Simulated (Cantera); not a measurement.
A perfectly stirred reactor is fed with CH4 : O2 : N2 = 0.006 : 0.011 : 1 (molar parts), equivalence ratio 1.1, at 3.65 atm; it is held at 1123 K, and followed from long to short residence time.

Model: GRI-Mech 3.0 (53 species, 325 reactions), integrated in Cantera.

What does this change do: temperature 1123 to 1250 K?


| quantity | before | after |
|---|---|---|
| x(CH4) at τ = 6.90 s | 0.000276 | 0.000171 |
| x(O2) at τ = 6.90 s | 0.000715 | 0.000324 |
| x(OH) at τ = 6.90 s | 3.36e-8 | 7.41e-8 |
| x(O) at τ = 6.90 s | 1.65e-8 | 1.75e-8 |
| x(C2H4) at τ = 6.90 s | 2.11e-5 | 1.64e-5 |
| x(CH4) at τ = 48.0 ms | 0.00590 | 0.00583 |
| x(O2) at τ = 48.0 ms | 0.0108 | 0.0108 |
| x(OH) at τ = 48.0 ms | 6.26e-11 | 1.94e-9 |
| x(O) at τ = 48.0 ms | 2.22e-11 | 8.37e-10 |
| x(C2H4) at τ = 48.0 ms | 5.88e-9 | 2.31e-6 |
